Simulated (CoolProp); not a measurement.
Values from CoolProp's reference Helmholtz-energy equation of state, Platzer 1990. This equation is an older, rougher fit; its heat capacities, sound speeds and derivatives of the liquid may be far off and weren't checked against measurements.

Give the vapour pressure (MPa), liquid density (kg/m³), liquid viscosity (µPa s) of saturated c-C4F8 (RC318) at 324.8, 342.5, 351.3 K.


```tsv
T (K)	p (MPa)	liquid density (kg/m³)	liquid viscosity (µPa s)
324.8	0.677	1380	246
342.5	1.05	1290	188
351.3	1.29	1240	163
```

Viscosity comes from a separate model (Huber 2003), an estimate that may be off by 10 % or more.
